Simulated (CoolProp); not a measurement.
A simple Rankine cycle with water: condensing at 328.15 K, boiler at 7.04 MPa, turbine inlet 709.3 K, turbine efficiency 0.6, pump efficiency 0.8, no recuperator. Each further row changes one setting.

The numbers come from the reference Helmholtz-energy equation of state, Wagner 2002 in CoolProp.

| case | thermal efficiency (%) | net work (kJ/kg) | heat in (kJ/kg) | turbine exit temperature (K) | volume ratio over the turbine |
|---|---|---|---|---|---|
| as stated | 21.9 | 660 | 3010 | 328.1 | 222 |
| turbine inlet 729.3 K | 22.1 | 676 | 3060 | 337.4 | 222 |
| condensing temperature 320.15 K | 22.6 | 688 | 3050 | 320.1 | 320 |
| boiler pressure 4.93 MPa | 21.1 | 643 | 3050 | 346.9 | 161 |
| turbine efficiency 0.5 | 18.2 | 548 | 3010 | 377.8 | 258 |

The expansion ends wet for: as stated; condensing temperature 320.15 K.
